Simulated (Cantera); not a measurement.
Feed: 1 mol SiH₂Cl₂, 0.093 mol HCl, 210 mol N₂, 0.23 mol Cl₂, at 1.30 bar.

Method: chemical equilibrium by Gibbs-energy minimisation in Cantera with the NASA 1993 tables (ideal gas, pure condensed phases). Candidate condensed phases: NH₄Cl, Si, Si₃N₄; 28 gas species. N₂ is the only nitrogen source here; it is nearly inert below about 1500 K, so the nitride shown seldom forms there in practice. The tables' values for SiCl₃ are old estimates; treat these amounts as uncertain. Equilibrium is a limit: real reactors are often held back by kinetics, nucleation or transport. All values below are at 1248 K.

Base state: N₂ 0.990, HCl 0.00819, SiCl₄ 0.000947, H₂ 0.000849, SiCl₃ 2.31e-5 (mole fractions); condensed: Si₃N₄(s).

Task: What changes in the equilibrium state with this change: Cl₂ from 0.23 to 0.72 mol?

Result: 
```json
[
 {"species": "N₂", "before": "0.990", "after": "0.989"},
 {"species": "HCl", "before": "0.00819", "after": "0.00858"},
 {"species": "SiCl₄", "before": "0.000947", "after": "0.00198"},
 {"species": "SiCl₃", "before": "2.31e-5", "after": "4.02e-5"},
 {"species": "H₂", "before": "0.000849", "after": "0.000644"},
 {"species": "Si₃N₄(s), mol", "before": "0.264", "after": "0.189"}
]
```
